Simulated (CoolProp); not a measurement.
Model: reference Helmholtz-energy equation of state, Aleksandrov 2011, in CoolProp. It is a short technical equation, of lower accuracy than the large ones.

Question: For n-undecane, give the phase and the cp (kJ/(kg K)) at 620 K and 26.6 kPa.

Answer: 
- 620 K and 26.6 kPa: gas; cp 2.91
